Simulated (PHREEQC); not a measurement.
Dissolve 0.00095 mol/kgw PbCl2, 0.0036 mol/kgw KNO3 and 0.022 mol/kgw Cu(NO3)2 at 25 °C. Closed to the air; pH follows from the charge balance.

Computed with PHREEQC (ion-association model, wateq4f.dat).

Each row changes one thing in this solution. No solid was allowed to form.

| case | pH | ionic strength (mol/kgw) | Cl- (mol/kgw) |
|---|---|---|---|
| as made | 4.57 | 0.0719 | 0.00183 |
| Cu(NO3)2 from 0.022 to 0.0242 mol/kgw | 4.54 | 0.0785 | 0.00183 |
| KNO3 replaced by LiNO3 at the same molality | 4.57 | 0.0719 | 0.00183 |
| KNO3 from 0.0036 to 0.00036 mol/kgw | 4.57 | 0.0687 | 0.00183 |
| KNO3 left out | 4.57 | 0.0683 | 0.00183 |
| diluted 5-fold with water | 4.95 | 0.0144 | 0.000376 |
| diluted 2-fold with water | 4.73 | 0.0360 | 0.000928 |
| PbCl2 replaced by MnCl2 at the same molality | 4.57 | 0.0723 | 0.00185 |
| Cu(NO3)2 replaced by Fe(NO3)3 at the same molality | 2.05 | 0.130 | 0.00169 |

Species that the database lacks are ignored. Some of these states are supersaturated (in Hematite (slow to form), Goethite (slow to form), for instance).
